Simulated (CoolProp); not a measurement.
A closed Brayton cycle with carbon dioxide: compressor inlet 316.15 K and 9.7 MPa, high pressure 33.5 MPa, turbine inlet 980 K, compressor efficiency 0.8, turbine efficiency 0.93, recuperator effectiveness 0.8 (on enthalpy, no pinch check). Each further row changes one setting.

Computed with CoolProp (reference Helmholtz-energy equation of state, Span 1996).

```json
[
 {"case": "as stated", "thermal efficiency (%)": "36.2", "net work (kJ/kg)": "154", "compressor to turbine work": "0.23", "compressor exit (K)": "374.8", "turbine exit (K)": "810.2"},
 {"case": "turbine inlet 930 K", "thermal efficiency (%)": "35.4", "net work (kJ/kg)": "142", "compressor to turbine work": "0.25", "compressor exit (K)": "374.8", "turbine exit (K)": "765.9"},
 {"case": "compressor inlet 326.15 K", "thermal efficiency (%)": "35.0", "net work (kJ/kg)": "136", "compressor to turbine work": "0.32", "compressor exit (K)": "418.8", "turbine exit (K)": "810.2"},
 {"case": "high pressure 28.5 MPa", "thermal efficiency (%)": "34.2", "net work (kJ/kg)": "138", "compressor to turbine work": "0.22", "compressor exit (K)": "366.2", "turbine exit (K)": "831.4"},
 {"case": "recuperator effectiveness 0.5", "thermal efficiency (%)": "26.5", "net work (kJ/kg)": "154", "compressor to turbine work": "0.23", "compressor exit (K)": "374.8", "turbine exit (K)": "810.2"}
]
```
